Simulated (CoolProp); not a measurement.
Vapour-liquid equilibrium of n-heptane (1) + ethylbenzene (2) at 0.143 MPa; x and y are mole fractions of (1).

Values from CoolProp's multi-fluid Helmholtz-energy mixture model, Span 2003 and Zhou 2012; pair parameters Bell 2016.

| x | bubble temperature (K) | y at the bubble point | dew temperature at overall composition x (K) | liquid density (mol/L) |
|---|---|---|---|---|
| 0.05 | 418.4 | (withheld) | (withheld) | (withheld) |
| 0.2 | 408.5 | 0.426 | 416.5 | 6.850 |
| 0.35 | 401.5 | (withheld) | 411.3 | (withheld) |
| 0.5 | 396.2 | 0.725 | 405.7 | 6.528 |
| 0.65 | 391.8 | 0.821 | 399.5 | 6.367 |
| 0.8 | 388.1 | 0.902 | 392.8 | 6.210 |
| 0.95 | 384.8 | 0.976 | (withheld) | 6.061 |

Problem. Fill in the missing entries.

Solution. 
- 0.05, y at the bubble point: 0.140
- 0.05, dew temperature at overall composition x (K): 421.2
- 0.05, liquid density (mol/L): 6.994
- 0.35, y at the bubble point: 0.602
- 0.35, liquid density (mol/L): 6.691
- 0.95, dew temperature at overall composition x (K): 385.9

No azeotrope shows between x = 0.05 and 0.95.

The pair parameters rest on a limited set of measurements; away from them the model extrapolates.
